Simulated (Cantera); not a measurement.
Pyrogenic steam for wet oxidation

An isothermal, constant-pressure homogeneous reactor starts with H₂ : O₂ : N₂ = 1.3 : 1 : 0.98 (molar parts), at 1050 K and 1.00 bar.

Model: the H2/O2 subset of GRI-Mech 3.0, which has no nitrogen chemistry, integrated in Cantera. The temperature is held fixed by assumption; the heat of reaction is taken as removed at once.

| t (s) | x H₂ | x O₂ | x H₂O | x HO₂ | x O |
|---|---|---|---|---|---|
| 3.00e-6 | 0.396 | 0.305 | 5.09e-10 | 1.28e-9 | 1.44e-10 |
| 9.53e-6 | 0.396 | 0.305 | 9.94e-9 | 8.03e-9 | 1.14e-9 |
| 3.02e-5 | 0.396 | 0.305 | 1.13e-6 | 5.48e-7 | 8.76e-8 |
| 9.60e-5 | 0.181 | 0.211 | 0.261 | 0.000440 | 0.00157 |
| 0.000305 | 0.124 | 0.186 | 0.340 | 0.000177 | 8.19e-7 |
| 0.000968 | 0.122 | 0.186 | 0.341 | 0.000171 | 1.11e-6 |
| 0.00307 | 0.115 | 0.182 | 0.350 | 0.000209 | 1.81e-6 |
| 0.00976 | 0.0860 | 0.170 | 0.386 | 0.000202 | 1.91e-6 |
| 0.0310 | 0.0349 | 0.148 | 0.450 | 0.000135 | 1.34e-6 |
| 0.0984 | 0.00430 | 0.135 | 0.489 | 3.89e-5 | 3.10e-7 |
| 0.312 | 0.000455 | 0.133 | 0.494 | 6.44e-6 | 1.53e-8 |
| 0.992 | 5.51e-5 | 0.133 | 0.494 | 1.17e-6 | 9.23e-10 |
| 3.15 | 1.66e-6 | 0.133 | 0.494 | 7.58e-8 | 3.85e-11 |
| 10.0 | 4.99e-10 | 0.133 | 0.494 | 3.17e-9 | 2.41e-10 |
x: mole fraction; the columns are a selection and need not sum to one.

Equilibrium at this temperature and pressure: H₂ 4.93e-10, O₂ 0.133, H₂O 0.494, HO₂ 3.15e-9, O 2.46e-10 (gas phase only).
